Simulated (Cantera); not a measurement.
Oxide etching and cleaning by halides: TiO₂ + Cl₂ + H₂

Input: 1 mol TiO₂, 21 mol Cl₂, 43 mol H₂, held at 28.0 Pa.

Method: chemical equilibrium by Gibbs-energy minimisation in Cantera with the NASA 1993 tables (ideal gas, pure condensed phases). Candidate condensed phases: H₂O, Ti, TiCl₂, TiCl₃, TiCl₄, TiO, TiO₂, Ti₂O₃, Ti₃O₅, Ti₄O₇; 23 gas species. Mutual solubility and eutectic melting of coexisting phases are not modelled. The tables' values for TiCl₂ are old estimates; treat these amounts as uncertain. Condensed phases not in the tables: Magnéli phases beyond Ti₄O₇. Kinetics and transport are ignored.

```csv
T (°C),log p HCl,log p H₂,log p Cl,log p H,n TiO₂(rutile),n Ti₄O₇(s),n Ti₃O₅(s)
1050,-3.74,-4.02,-7.60,-7.81,0.700,0.0740,0
1100,-3.74,-4.02,-7.29,-7.49,0.509,0.122,0
1150,-3.74,-4.02,-6.99,-7.19,0.241,0.189,0
1200,-3.74,-4.02,-6.71,-6.91,0,0.250,0
1250,-3.74,-4.02,-6.46,-6.65,0,0.249,0
1300,-3.74,-4.02,-6.22,-6.40,0,0.249,0
1350,-3.74,-4.02,-5.99,-6.17,0,0.249,0
1400,-3.74,-4.02,-5.78,-5.96,0,0,0.332
1450,-3.75,-4.02,-5.58,-5.75,0,0,0.331
1500,-3.75,-4.03,-5.40,-5.56,0,0,0.330
1550,-3.76,-4.03,-5.23,-5.38,0,0,0.328
```
log p: log10 of the partial pressure in bar; n: condensed amount in mol.

From 1050 °C to 1150 °C the condensed part is TiO₂(rutile) + Ti₄O₇(s). From 1200 °C to 1350 °C the condensed part is Ti₄O₇(s). From 1400 °C to 1550 °C the condensed part is Ti₃O₅(s). The main Ti-bearing gas is TiCl₃ throughout.
